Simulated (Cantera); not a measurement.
A closed system holds: 1 mol Ta(OEt)5, 2.9 mol CH4, at 1.00 bar.

Equilibrium computed with Cantera from the NASA thermochemical tables; the gas is ideal and each condensed phase is pure. Candidate condensed phases: C, C6H6, C7H8, C8H18, H2O, Ta, TaC, Ta2O5; 113 gas species. The feed counts by its element totals alone. The numbers say what is thermodynamically allowed, not how fast it happens.

At 1100 K, list the 5 most abundant gas species with their mole fractions, and the condensed phases.

H2 0.851, CO 0.114, CH4 0.0260, H2O 0.00864, CO2 0.00114. Condensed: C(graphite) + Ta2O5(s).
